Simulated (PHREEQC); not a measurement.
NaOH is added in steps, without added water, to 1 kg of water holding 2 mmol/kgw CsOH, 0.049 mmol/kgw H3BO3 and 0.85 mmol/kgw Na2CO3, at 25 °C. Oxygen is held at 0.21 atm. No CO2 enters from the air. Nothing may precipitate in this run.

Base run: PHREEQC, ion-association model, wateq4f.dat. Each further column changes one thing. The table gives HCO3- (mol/kgw).

| NaOH added (mol) | base | Debye-Hückel limiting law | metal-ligand complexes left out | all activity coefficients set to 1 | Davies equation for every ion |
|---|---|---|---|---|---|
| 0 | 7.01e-5 | 6.90e-5 | 7.16e-5 | 7.86e-5 | 6.97e-5 |
| 0.0006125 | 5.44e-5 | 5.33e-5 | 5.59e-5 | 6.15e-5 | 5.40e-5 |
| 0.001837 | 3.69e-5 | 3.61e-5 | 3.86e-5 | 4.22e-5 | 3.66e-5 |
| 0.00245 | 3.17e-5 | 3.09e-5 | 3.33e-5 | 3.64e-5 | 3.14e-5 |
| 0.003063 | 2.76e-5 | 2.69e-5 | 2.92e-5 | 3.18e-5 | 2.74e-5 |
| 0.004287 | 2.19e-5 | 2.12e-5 | 2.34e-5 | 2.53e-5 | 2.16e-5 |
| 0.0049 | 1.97e-5 | 1.91e-5 | 2.13e-5 | 2.29e-5 | 1.95e-5 |
| 0.005513 | 1.80e-5 | 1.74e-5 | 1.95e-5 | 2.09e-5 | 1.78e-5 |
| 0.006738 | 1.52e-5 | 1.46e-5 | 1.67e-5 | 1.77e-5 | 1.50e-5 |
| 0.00735 | 1.40e-5 | 1.35e-5 | 1.55e-5 | 1.64e-5 | 1.39e-5 |
| 0.007963 | 1.31e-5 | 1.25e-5 | 1.45e-5 | 1.52e-5 | 1.29e-5 |
| 0.009187 | 1.14e-5 | 1.09e-5 | 1.28e-5 | 1.33e-5 | 1.13e-5 |
| 0.0098 | 1.07e-5 | 1.03e-5 | 1.21e-5 | 1.25e-5 | 1.06e-5 |
